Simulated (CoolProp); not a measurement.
Vapour-liquid equilibrium of dimethyl ether (1) + R227EA (2) at 0.813 MPa; x and y are mole fractions of (1).

Model: multi-fluid Helmholtz-energy mixture model, Wu 2011 and Lemmon 2016; pair parameters Bell 2016, in CoolProp.

```csv
x,"bubble temperature, mixture model (°C)","bubble temperature, Raoult's law (°C)","y, mixture model","y, Raoult's law"
0.05,(withheld),44.9,(withheld),0.062
0.2,50.4,43.5,0.159,0.240
0.35,51.7,42.1,0.356,0.405
0.5,(withheld),40.8,(withheld),0.559
0.65,(withheld),39.5,0.753,0.702
0.8,(withheld),38.2,(withheld),0.836
0.95,37.9,37.0,0.977,0.960
```

Q: Fill in the missing entries.

A: 
- 0.05, bubble temperature, mixture model (°C): 46.8
- 0.05, y, mixture model: 0.027
- 0.5, bubble temperature, mixture model (°C): 50.0
- 0.5, y, mixture model: 0.570
- 0.65, bubble temperature, mixture model (°C): 46.4
- 0.8, bubble temperature, mixture model (°C): 42.0
- 0.8, y, mixture model: 0.887

The largest gap from Raoult's law is +9.6 K in bubble temperature, at x = 0.35. y crosses x between x = 0.2 and 0.35: the model has an azeotrope there.

The pair parameters rest on a limited set of measurements; away from them the model extrapolates.
